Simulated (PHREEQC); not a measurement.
Consider water at 64 °C with 0.028 mol/kgw CuSO4, 0.00038 mol/kgw HNO3 and 6.3e-05 mol/kgw Na2SO4. Closed to the air; pH follows from the charge balance.

Computed with PHREEQC (ion-association model, phreeqc.dat).

Problem. The ionic strength comes out as 0.0658 mol/kgw. What activity coefficients do Cu2(OH)2+2, NaSO4-, Cu+2, HSO4-, SO4-2 get?

Solution. Cu2(OH)2+2 0.39, NaSO4- 0.80, Cu+2 0.42, HSO4- 0.79, SO4-2 0.40.

Precipitation was switched off in this run. At this temperature some constants are extrapolated from 25 °C, and those without enthalpy data are left unchanged.
